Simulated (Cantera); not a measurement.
# Gas-phase reforming

An isothermal, constant-pressure homogeneous reactor starts with CH4 : CO2 : H2 = 1 : 1.9 : 0.075 (molar parts), at 1298 K and 1.00 bar.

Cantera simulation using GRI-Mech 3.0 (53 species, 325 reactions); the numbers are that mechanism's predictions, not measurements.

```json
[
 {"t (s)": "9.00e-6", "x CH4": "0.336", "x CO2": "0.639", "x H2": "0.0252", "x O2": "<1e-12", "x C2H6": "<1e-12"},
 {"t (s)": "4.93e-5", "x CH4": "0.336", "x CO2": "0.639", "x H2": "0.0252", "x O2": "<1e-12", "x C2H6": "1.44e-11"},
 {"t (s)": "0.000270", "x CH4": "0.336", "x CO2": "0.639", "x H2": "0.0252", "x O2": "<1e-12", "x C2H6": "2.36e-9"},
 {"t (s)": "0.00148", "x CH4": "0.336", "x CO2": "0.639", "x H2": "0.0252", "x O2": "<1e-12", "x C2H6": "3.17e-7"},
 {"t (s)": "0.00811", "x CH4": "0.336", "x CO2": "0.639", "x H2": "0.0252", "x O2": "<1e-12", "x C2H6": "8.35e-6"},
 {"t (s)": "0.0444", "x CH4": "0.336", "x CO2": "0.639", "x H2": "0.0252", "x O2": "<1e-12", "x C2H6": "5.46e-5"},
 {"t (s)": "0.243", "x CH4": "0.335", "x CO2": "0.638", "x H2": "0.0254", "x O2": "<1e-12", "x C2H6": "0.000210"},
 {"t (s)": "1.33", "x CH4": "0.331", "x CO2": "0.635", "x H2": "0.0274", "x O2": "<1e-12", "x C2H6": "0.000271"},
 {"t (s)": "7.30", "x CH4": "0.308", "x CO2": "0.611", "x H2": "0.0387", "x O2": "<1e-12", "x C2H6": "0.000223"},
 {"t (s)": "40.0", "x CH4": "0.215", "x CO2": "0.483", "x H2": "0.0550", "x O2": "<1e-12", "x C2H6": "0.000139"}
]
```
x: mole fraction; the columns are a selection and need not sum to one.

Equilibrium at this temperature and pressure: CH4 1.24e-5, CO2 0.0849, H2 0.321, O2 <1e-12, C2H6 <1e-12 (gas phase only).
